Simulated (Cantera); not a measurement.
Input (Python, Cantera) and output of one run.

```python
import numpy as np
import cantera as ct

gas_names = """
    B BCL BCL2 BCL3 BH BH2 BH3 BN B2 CL CL2 H HCL H2 N NH NH2 NH3 N2 N2H2 N2H4
""".split()
cond_names = """
    B(b) B(L) BN(s) NH4CL(a) NH4CL(b)
""".split()


# ... load() reads the species with a 1 bar reference pressure and builds the phases ...
atoms = {
    'BN': {'B': 1, 'N': 1},
    'Cl2': {'CL': 2},
    'H2': {'H': 2},
}
top_T = {'BN(s)': 3200}  # K; cautious upper limits of use, not melting points


# ... equilibrate(T, P, feed) seeds the gas with the atoms and calls Mixture.equilibrate('TP', solver="vcs", rtol=1e-11, max_steps=5000) ...
results = []
P = 620  # Pa
for T in [1473, 1523, 1573, 1623, 1673, 1723, 1773, 1823, 1873, 1923, 1973, 2023, 2073, 2123]:
    for m in [0.83, 0.99, 1.2, 1.4, 1.7, 2.1, 2.5, 3, 3.5, 4.3]:
        feed = {'BN': 1, 'Cl2': m, 'H2': 2.9}  # mol
        mix = equilibrate(T, P, feed)
        results.append((T, P, feed, dict(zip(mix.species_names, mix.species_moles))))

for T, P, feed, n in results:
    print(f"{T:7g} {feed['Cl2']:10.4g}  " + (" + ".join(c for c in cond_names if n.get(c, 0) > 1e-12) or "gas only"))
```

Result:

```
   1473       0.83  BN(s)
   1473       0.99  BN(s)
   1473        1.2  BN(s)
   1473        1.4  BN(s)
   1473        1.7  BN(s)
   1473        2.1  BN(s)
   1473        2.5  BN(s)
   1473          3  BN(s)
   1473        3.5  BN(s)
   1473        4.3  gas only
   1523       0.83  BN(s)
   1523       0.99  BN(s)
   1523        1.2  BN(s)
   1523        1.4  BN(s)
   1523        1.7  BN(s)
   1523        2.1  BN(s)
   1523        2.5  BN(s)
   1523          3  BN(s)
   1523        3.5  BN(s)
   1523        4.3  gas only
   1573       0.83  BN(s)
   1573       0.99  BN(s)
   1573        1.2  BN(s)
   1573        1.4  BN(s)
   1573        1.7  BN(s)
   1573        2.1  BN(s)
   1573        2.5  BN(s)
   1573          3  BN(s)
   1573        3.5  BN(s)
   1573        4.3  gas only
   1623       0.83  BN(s)
   1623       0.99  BN(s)
   1623        1.2  BN(s)
   1623        1.4  BN(s)
   1623        1.7  BN(s)
   1623        2.1  BN(s)
   1623        2.5  BN(s)
   1623          3  BN(s)
   1623        3.5  BN(s)
   1623        4.3  gas only
   1673       0.83  BN(s)
   1673       0.99  BN(s)
   1673        1.2  BN(s)
   1673        1.4  BN(s)
   1673        1.7  BN(s)
   1673        2.1  BN(s)
   1673        2.5  BN(s)
   1673          3  BN(s)
   1673        3.5  BN(s)
   1673        4.3  gas only
   1723       0.83  BN(s)
   1723       0.99  BN(s)
   1723        1.2  BN(s)
   1723        1.4  BN(s)
   1723        1.7  BN(s)
   1723        2.1  BN(s)
   1723        2.5  BN(s)
   1723          3  BN(s)
   1723        3.5  BN(s)
   1723        4.3  gas only
   1773       0.83  BN(s)
   1773       0.99  BN(s)
   1773        1.2  BN(s)
   1773        1.4  BN(s)
   1773        1.7  BN(s)
   1773        2.1  BN(s)
   1773        2.5  BN(s)
   1773          3  BN(s)
   1773        3.5  BN(s)
   1773        4.3  gas only
   1823       0.83  BN(s)
   1823       0.99  BN(s)
   1823        1.2  BN(s)
   1823        1.4  BN(s)
   1823        1.7  BN(s)
   1823        2.1  BN(s)
   1823        2.5  BN(s)
   1823          3  BN(s)
   1823        3.5  BN(s)
   1823        4.3  gas only
   1873       0.83  BN(s)
   1873       0.99  BN(s)
   1873        1.2  BN(s)
   1873        1.4  BN(s)
   1873        1.7  BN(s)
   1873        2.1  BN(s)
   1873        2.5  BN(s)
   1873          3  BN(s)
   1873        3.5  gas only
   1873        4.3  gas only
   1923       0.83  BN(s)
   1923       0.99  BN(s)
   1923        1.2  BN(s)
   1923        1.4  BN(s)
   1923        1.7  BN(s)
   1923        2.1  BN(s)
   1923        2.5  BN(s)
   1923          3  gas only
   1923        3.5  gas only
   1923        4.3  gas only
   1973       0.83  BN(s)
   1973       0.99  BN(s)
   1973        1.2  BN(s)
   1973        1.4  BN(s)
   1973        1.7  BN(s)
   1973        2.1  BN(s)
   1973        2.5  gas only
   1973          3  gas only
   1973        3.5  gas only
   1973        4.3  gas only
   2023       0.83  BN(s)
   2023       0.99  BN(s)
   2023        1.2  BN(s)
   2023        1.4  BN(s)
   2023        1.7  BN(s)
   2023        2.1  gas only
   2023        2.5  gas only
   2023          3  gas only
   2023        3.5  gas only
   2023        4.3  gas only
   2073       0.83  BN(s)
   2073       0.99  BN(s)
   2073        1.2  BN(s)
   2073        1.4  gas only
   2073        1.7  gas only
   2073        2.1  gas only
   2073        2.5  gas only
   2073          3  gas only
   2073        3.5  gas only
   2073        4.3  gas only
   2123       0.83  B(b)
   2123       0.99  B(b)
   2123        1.2  gas only
   2123        1.4  gas only
   2123        1.7  gas only
   2123        2.1  gas only
   2123        2.5  gas only
   2123          3  gas only
   2123        3.5  gas only
   2123        4.3  gas only
```

These are equilibrium values from Cantera (NASA tables, ideal gas, pure condensed phases), not measurements of a reactor. The tables' values for BCl2 are old estimates.
